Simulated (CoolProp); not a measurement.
The fluid at 298.15 K and 3.57 MPa (stagnation) flows isentropically through a choked orifice. The same conditions are run with several fluids, on thermodynamics alone (safety and materials aside).

Values from CoolProp's reference Helmholtz-energy equation of state of each fluid (methane: Setzmann 1991; CF4 (R14): Platzer 1990; carbon dioxide: Span 1996; ethylene: Smukala 2000; dry air: Lemmon 2000). The equations of Platzer and Polt are older, rougher fits. Blends and air are pseudo-pure fits.

Question: Rank methane, CF4 (R14), carbon dioxide, ethylene, dry air by throat to inlet pressure ratio, highest first.

Answer: CF4 (R14) (0.577), ethylene (0.562), carbon dioxide (0.550), methane (0.541), dry air (0.524)

```json
[
 {"fluid": "methane", "mass flux (kg/(m² s))": "6300", "throat temperature (K)": "255.6"},
 {"fluid": "CF4 (R14)", "mass flux (kg/(m² s))": "14500", "throat temperature (K)": "271.9"},
 {"fluid": "carbon dioxide", "mass flux (kg/(m² s))": "11200", "throat temperature (K)": "256.8"},
 {"fluid": "ethylene", "mass flux (kg/(m² s))": "8930", "throat temperature (K)": "259.8"},
 {"fluid": "dry air", "mass flux (kg/(m² s))": "8470", "throat temperature (K)": "246.8"}
]
```
